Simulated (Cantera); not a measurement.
# Low-pressure radical oxidation in H2/O2

An isothermal, constant-pressure homogeneous reactor starts with 2.44 % H2, 97.6 % O2, equivalence ratio 0.013, at 1173 K and 930 Pa.

Cantera simulation using the H2/O2 subset of GRI-Mech 3.0, which has no nitrogen chemistry; the numbers are that mechanism's predictions, not measurements. Radical loss at walls, strong at low pressure, is not modelled.

| t (s) | x H2 | x O2 | x HO2 | x H2O2 | x O | x H2O |
|---|---|---|---|---|---|---|
| 0.000100 | 0.0244 | 0.976 | 9.05e-10 | <1e-12 | 4.33e-10 | 7.36e-11 |
| 0.000246 | 0.0244 | 0.976 | 2.23e-9 | <1e-12 | 1.92e-9 | 7.64e-10 |
| 0.000606 | 0.0244 | 0.976 | 5.50e-9 | 1.79e-12 | 1.00e-8 | 7.86e-9 |
| 0.00149 | 0.0244 | 0.976 | 1.38e-8 | 1.09e-11 | 1.32e-7 | 1.54e-7 |
| 0.00367 | 0.0243 | 0.976 | 1.39e-7 | 1.16e-10 | 3.74e-5 | 4.73e-5 |
| 0.00904 | 0.000721 | 0.956 | 1.81e-6 | 5.95e-8 | 0.0170 | 0.0210 |
| 0.0223 | 0.000214 | 0.957 | 1.48e-6 | 3.11e-8 | 0.0170 | 0.0224 |
| 0.0548 | 0.000173 | 0.960 | 1.37e-6 | 3.13e-8 | 0.0136 | 0.0228 |
| 0.135 | 0.000108 | 0.966 | 1.15e-6 | 3.09e-8 | 0.00832 | 0.0235 |
| 0.332 | 4.50e-5 | 0.971 | 7.79e-7 | 2.78e-8 | 0.00341 | 0.0241 |
| 0.817 | 1.23e-5 | 0.974 | 3.89e-7 | 2.02e-8 | 0.000924 | 0.0245 |
| 2.01 | 2.64e-6 | 0.975 | 1.44e-7 | 1.10e-8 | 0.000199 | 0.0246 |
| 4.95 | 5.58e-7 | 0.975 | 4.40e-8 | 4.67e-9 | 4.23e-5 | 0.0246 |
| 12.2 | 1.31e-7 | 0.975 | 1.32e-8 | 1.70e-9 | 1.00e-5 | 0.0247 |
| 30.0 | 3.60e-8 | 0.975 | 4.94e-9 | 6.01e-10 | 2.75e-6 | 0.0247 |
x: mole fraction; the columns are a selection and need not sum to one.

Equilibrium at this temperature and pressure: H2 1.87e-9, O2 0.975, HO2 4.81e-9, H2O2 4.40e-11, O 1.44e-7, H2O 0.0247 (gas phase only).
